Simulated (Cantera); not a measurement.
Cantera run, input and output.

```python
import numpy as np
import cantera as ct

gas = ct.Solution("gri30.yaml")


def delay(T, t_max=10):
    gas.TPX = T, 100000, {'CH3OH': 1, 'O2': 2.94, 'N2': 11.1}
    reactor = ct.IdealGasConstPressureReactor(gas, clone=False)
    net = ct.ReactorNet([reactor])
    net.rtol, net.atol = 1e-8, 1e-16
    while net.time < t_max:
        t_old, T_old = net.time, reactor.T
        net.step()
        if reactor.T > T + 400:  # ignition: a rise of 400 K
            return t_old + (T + 400 - T_old) / (reactor.T - T_old) * (net.time - t_old)
    return np.nan


taus = []
for T in [1050, 1150, 1250, 1350, 1450, 1550, 1650, 1750, 1850, 1950]:
    taus.append(delay(T))
    print(f"T0 = {T:6g} K   tau = {taus[-1]:.4e} s")
```

It prints:

```
T0 =   1050 K   tau = 1.8903e-01 s
T0 =   1150 K   tau = 2.6160e-02 s
T0 =   1250 K   tau = 5.1357e-03 s
T0 =   1350 K   tau = 1.3567e-03 s
T0 =   1450 K   tau = 4.6080e-04 s
T0 =   1550 K   tau = 1.9098e-04 s
T0 =   1650 K   tau = 9.1507e-05 s
T0 =   1750 K   tau = 4.8892e-05 s
T0 =   1850 K   tau = 3.2687e-05 s
T0 =   1950 K   tau = 2.6233e-05 s
```

Model: GRI-Mech 3.0 (53 species, 325 reactions), integrated in Cantera. GRI-Mech 3.0 was tuned for natural gas; its chemistry of methanol as a main component is partial and can be far from experiment. Where the delays flatten at high temperature, the 400 K rule measures the pace of heat release, not the induction time.
